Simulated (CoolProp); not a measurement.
Computed with CoolProp (reference Helmholtz-energy equation of state, Platzer 1990). This equation is an older, rougher fit; its heat capacities, sound speeds and derivatives of the liquid may be far off and weren't checked against measurements.

### Question
Give the vapour pressure (kPa), liquid density (kg/m³), vapour density (kg/m³), enthalpy of vaporisation (kJ/kg) of saturated CF4 (R14) at 191.9 K.

### Answer
```json
[
 {"T (K)": "191.9", "p (kPa)": "1150", "liquid density (kg/m³)": "1310", "vapour density (kg/m³)": "80.5", "enthalpy of vaporisation (kJ/kg)": "99.5"}
]
```
